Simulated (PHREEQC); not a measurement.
Dissolve 0.021 mol/kgw CuSO4 and 0.0027 mol/kgw HBF4 at 25 °C. Closed to the air; pH follows from the charge balance.

Computed with PHREEQC (ion-association model, phreeqc.dat).

Each row changes one thing in this solution. This is a speciation only: nothing precipitates in the calculation.

```json
[
 {"case": "as made", "pH": "2.76", "ionic strength (mol/kgw)": "0.0556", "HF (mol/kgw)": "0.00271", "BF4- (mol/kgw)": "0.00146", "F- (mol/kgw)": "0.00131", "H3BO3 (mol/kgw)": "0.000951"},
 {"case": "HBF4 from 0.0027 to 0.00297 mol/kgw", "pH": "2.73", "ionic strength (mol/kgw)": "0.0558", "HF (mol/kgw)": "0.00284", "BF4- (mol/kgw)": "0.00168", "F- (mol/kgw)": "0.00128", "H3BO3 (mol/kgw)": "0.000970"},
 {"case": "CuSO4 left out", "pH": "2.60", "ionic strength (mol/kgw)": "0.00266", "HF (mol/kgw)": "0.00317", "BF4- (mol/kgw)": "0.00151", "F- (mol/kgw)": "0.000888", "H3BO3 (mol/kgw)": "0.000939"},
 {"case": "diluted 10-fold with water", "pH": "3.28", "ionic strength (mol/kgw)": "0.00764", "HF (mol/kgw)": "0.000439", "BF4- (mol/kgw)": "7.88e-7", "F- (mol/kgw)": "0.000616", "H3BO3 (mol/kgw)": "0.000266"},
 {"case": "HBF4 from 0.0027 to 0.00135 mol/kgw", "pH": "2.95", "ionic strength (mol/kgw)": "0.0547", "HF (mol/kgw)": "0.00185", "BF4- (mol/kgw)": "0.000409", "F- (mol/kgw)": "0.00138", "H3BO3 (mol/kgw)": "0.000801"}
]
```

Real BF4- forms and hydrolyses slowly; the run takes it at equilibrium.
